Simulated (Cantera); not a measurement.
A closed system holds: 1 mol CF4, 0.025 mol Si, 0.91 mol H2, at 1675 °C and 100000 Pa.

These are equilibrium values from Cantera (NASA tables, ideal gas, pure condensed phases), not measurements of a reactor. Gases not in the tables: C2F6 and larger saturated fluorocarbons. Rates play no part.

```csv
species,before,after
HF,0.768,0.766
CF4,0.217,0.215
SiF4,0.0105,0.0105
CF2,0.00334,0.00624
F,0.000464,0.000955
CF3,0.000644,0.00107
CHF3,3.54e-5,3.89e-5
"C(graphite), mol",0.476,0.472
```
Gas species are given as mole fractions.

Q: Which change was made?
A. pressure from 100000 Pa to 10000 Pa
B. temperature from 1675 °C to 1502 °C
C. temperature from 1675 °C to 1750 °C
D. temperature from 1675 °C to 2052 °C

A: C, temperature from 1675 °C to 1750 °C
